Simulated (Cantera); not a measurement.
Feed: 1 mol SiHCl3, 920 mol H2, at 1150 °C and 2200 Pa.

Cantera equilibrium calculation (NASA polynomials, part measured and part estimated; ideal gas, pure solids and liquids). Candidate condensed phases: Si; 19 gas species. The numbers say what is thermodynamically allowed, not how fast it happens.

Q: What is the equilibrium state?

A: 
| Item | Value |
|---|---|
| x(H2) | 0.997 |
| x(HCl) | 0.00319 |
| x(H) | 4.47e-5 |
| x(SiCl2) | 3.08e-5 |
| n(Si(s)) | 0.971 mol |
| gas amount | 922.0 mol |
